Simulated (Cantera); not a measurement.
Input: 1 mol SiC, 0.044 mol H2O, 17 mol H2, equilibrated at 1300 K and 10000 Pa.

Method: chemical equilibrium by Gibbs-energy minimisation in Cantera with the NASA 1993 tables (ideal gas, pure condensed phases). Candidate condensed phases: C, C6H6, C7H8, C8H18, H2O, Si, SiC, SiO2; 123 gas species. Mutual solubility and eutectic melting of coexisting phases are not modelled. The tables hold silica as quartz up to 1696 K and as liquid above; real silica turns to tridymite and cristobalite and melts near 1996 K. Equilibrium is a limit: real reactors are often held back by kinetics, nucleation or transport.

Base state: H2 0.999, CO 0.000727, CH4 0.000202 (mole fractions); condensed: SiC(s) + SiO2(β-quartz).

Q: What changes in the equilibrium state with this change: temperature from 1300 K to 1498.15 K?

A: 
| species | before | after |
|---|---|---|
| H2 | 0.999 | 0.997 |
| SiO | 8.17e-6 | 0.00129 |
| CO | 0.000727 | 0.00128 |
| CH4 | 0.000202 | 1.13e-5 |
| H | 3.50e-6 | 5.44e-5 |
| SiC(s), mol | 0.984 | 0.978 |
| SiO2(β-quartz), mol | 0.0157 | 0 |

Q: What changes in the equilibrium state with this change: temperature from 1300 K to 1525 K?

A: 
```tsv
species	before	after
H2	0.999	0.997
SiO	8.17e-6	0.00129
CO	0.000727	0.00128
H	3.50e-6	7.47e-5
CH4	0.000202	1.05e-5
SiC(s), mol	0.984	0.978
SiO2(β-quartz), mol	0.0157	0
```
